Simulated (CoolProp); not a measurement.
Vapour-liquid equilibrium of carbon dioxide (1) + CH2F2 (R32) (2) at 228.8 K; x and y are mole fractions of (1).

The numbers come from the multi-fluid Helmholtz-energy mixture model, Span 1996 and Tillner-Roth 1997; pair parameters Bell 2016 in CoolProp.

```
x     bubble pressure, mixture model (bar)  bubble pressure, Raoult's law (bar)  y, mixture model  y, Raoult's law
----  ------------------------------------  -----------------------------------  ----------------  ---------------
0.05                                 1.818                                1.804             0.232            0.236
0.2                                  2.922                                2.866             0.585            0.595
0.35                                 4.009                                3.928             0.745            0.760
0.5                                  5.065                                4.990             0.838            0.855
0.65                                 6.094                                6.052             0.900            0.916
0.8                                  7.116                                7.113             0.947            0.959
0.95                                 8.165                                8.175             0.987            0.991
```

The largest gap from Raoult's law is +2.1 % in bubble pressure, at x = 0.35. No azeotrope shows between x = 0.05 and 0.95.

The pair parameters rest on a limited set of measurements; away from them the model extrapolates.
